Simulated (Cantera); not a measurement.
Input: 1 mol H2O, 1.4 mol H2, equilibrated at 3098.15 K and 1330 Pa.

Method: chemical equilibrium by Gibbs-energy minimisation in Cantera with the NASA 1993 tables (ideal gas, pure condensed phases). Candidate condensed phases: H2O; 9 gas species. Kinetics and transport are ignored.

Base state: H 0.665, H2 0.132, O 0.129, OH 0.0421, H2O 0.0234, O2 0.00896 (mole fractions); condensed: gas only.

Q: What changes in the equilibrium state with this change: pressure from 1330 Pa to 11.0 Pa?

A: 
| species | before | after |
|---|---|---|
| H | 0.665 | 0.826 |
| O | 0.129 | 0.172 |
| H2 | 0.132 | 0.00168 |
| H2O | 0.0234 | 3.28e-6 |
| OH | 0.0421 | 0.000577 |
| O2 | 0.00896 | 0.000132 |
